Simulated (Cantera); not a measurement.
Feed: 1 mol SiCl₄, 2.3 mol HCl, 33 mol H₂, at 1475 K and 1.33 mbar.

Equilibrium computed with Cantera from the NASA thermochemical tables; the gas is ideal and each condensed phase is pure. Candidate condensed phases: Si; 19 gas species. The tables' values for SiCl₃ are old estimates; treat these amounts as uncertain. Kinetics and transport are ignored.

Base state: H₂ 0.858, HCl 0.115, SiCl₂ 0.0264, SiCl₃ 0.000351, H 0.000329, Cl 3.57e-5, SiCl₄ 1.59e-5, SiHCl₃ 1.12e-5 (mole fractions); condensed: gas only.

### Question
What changes in the equilibrium state with this change: temperature from 1475 K to 1648.15 K?

### Answer
```json
[
 {"species": "H₂", "before": "0.858", "after": "0.856"},
 {"species": "HCl", "before": "0.115", "after": "0.115"},
 {"species": "SiCl₂", "before": "0.0264", "after": "0.0264"},
 {"species": "H", "before": "0.000329", "after": "0.00226"},
 {"species": "SiCl₃", "before": "0.000351", "after": "0.000126"},
 {"species": "Si", "before": "2.35e-6", "after": "9.32e-5"},
 {"species": "SiCl₄", "before": "1.59e-5", "after": "1.32e-6"}
]
```
The tables' values for SiCl₃, SiCl are old estimates; treat these amounts as uncertain.

### Question
What changes in the equilibrium state with this change: H₂ from 33 to 250 mol?

### Answer
```csv
species,before,after
H₂,0.858,0.976
HCl,0.115,0.0217
SiCl₂,0.0264,0.00152
SiCl₄,1.59e-5,2.86e-8
SiCl₃,0.000351,3.58e-6
SiHCl₃,1.12e-5,1.22e-7
"Si(s), mol",0,0.610
```
